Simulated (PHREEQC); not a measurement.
Solution (20 °C): 0.0023 mol/kgw HF and 0.0014 mol/kgw NaF. Closed to the air; pH follows from the charge balance.

All values are PHREEQC results (ion-association model, wateq4f.dat), not measurements.

| Quantity | Result |
|---|---|
| pH | 3.21 |
| ionic strength | 0.00204 mol/kgw |
| total alkalinity | -2.30 meq/kg |

```tsv
species	molality	activity	log γ
F-	0.00203	0.00193	-0.022
HF	0.00163	0.00163	0.000
Na+	0.00140	0.00133	-0.021
H+	0.000644	0.000615	-0.020
HF2-	1.22e-5	1.16e-5	-0.022
H2F2	8.25e-6	8.26e-6	0.000
NaF	1.48e-6	1.48e-6	0.000
```

This is a speciation only: nothing precipitates in the calculation.
